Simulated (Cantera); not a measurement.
## Transport properties of process gases

Gas mixture: 100 % NO, at 2670 Pa, frozen composition.

Cantera's kinetic-theory transport with the Lennard-Jones parameters of GRI-Mech 3.0, ideal gas; thermal conductivity in the mixture-averaged form. The composition is frozen, though it would react at the higher temperatures.

```
T (K)  ρ (kg/m³)  cp (J/kg/K)  μ (µPa s)  λ (mW/m/K)     Pr  D (cm²/s) H  D (cm²/s) CO2  D (cm²/s) N2
-----  ---------  -----------  ---------  ----------  -----  -----------  -------------  ------------
400       0.0241        998.6       23.1        32.4  0.712         77.2           9.92          12.9
650       0.0148         1054       32.3        48.2  0.706          178           23.3          29.4
900       0.0107         1114       40.1        63.0  0.708          308           40.5          50.8
1150     0.00837         1153       47.0        76.7  0.707          465           61.3          76.4
1400     0.00687         1181       53.4        89.4  0.706          645           85.2           106
1650     0.00583         1202       59.4         101  0.706          848            112           139
1900     0.00506         1219       65.1         112  0.706         1070            142           176
```
D: mixture-averaged diffusion coefficient of that species in the mixture.
